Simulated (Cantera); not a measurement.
A perfectly stirred reactor is fed with NH₃ : H₂ = 1 : 7.2 (molar parts), at 0.330 bar; it is held at 2273 K, and followed from long to short residence time.

Model: the gas-phase N/H chemistry of the illustrative SiF4/NH3 mechanism in the Surface Chemkin manual (1991), integrated in Cantera. Walls and surfaces, which speed up NH3 decomposition in real reactors, are not modelled.

### Question
What does this change do: NH3 1 to 2.7 parts?

### Answer
| quantity | before | after |
|---|---|---|
| x(NH₃) at τ = 0.970 s | 0.000656 | 0.00100 |
| x(H₂) at τ = 0.970 s | 0.932 | 0.881 |
| x(N₂H₄) at τ = 0.970 s | 1.88e-11 | 4.01e-11 |
| x(N₂H₂) at τ = 0.970 s | 6.46e-9 | 1.35e-8 |
| x(NH₂) at τ = 0.970 s | 2.94e-5 | 4.29e-5 |
| x(NH₃) at τ = 11.0 ms | 0.0546 | 0.116 |
| x(H₂) at τ = 11.0 ms | 0.912 | 0.820 |
| x(N₂H₄) at τ = 11.0 ms | 6.80e-9 | 1.85e-8 |
| x(N₂H₂) at τ = 11.0 ms | 7.62e-7 | 1.74e-6 |
| x(NH₂) at τ = 11.0 ms | 0.000557 | 0.000919 |

### Question
What does this change do: H2 7.2 to 53 parts?

### Answer
```json
[
 {"quantity": "x(NH₃) at τ = 0.970 s", "before": "0.000656", "after": "0.000253"},
 {"quantity": "x(H₂) at τ = 0.970 s", "before": "0.932", "after": "0.977"},
 {"quantity": "x(N₂H₄) at τ = 0.970 s", "before": "1.88e-11", "after": "2.97e-12"},
 {"quantity": "x(N₂H₂) at τ = 0.970 s", "before": "6.46e-9", "after": "1.03e-9"},
 {"quantity": "x(NH₂) at τ = 0.970 s", "before": "2.94e-5", "after": "1.17e-5"},
 {"quantity": "x(NH₃) at τ = 11.0 ms", "before": "0.0546", "after": "0.00800"},
 {"quantity": "x(H₂) at τ = 11.0 ms", "before": "0.912", "after": "0.981"},
 {"quantity": "x(N₂H₄) at τ = 11.0 ms", "before": "6.80e-9", "after": "5.28e-10"},
 {"quantity": "x(N₂H₂) at τ = 11.0 ms", "before": "7.62e-7", "after": "9.70e-8"},
 {"quantity": "x(NH₂) at τ = 11.0 ms", "before": "0.000557", "after": "0.000155"}
]
```
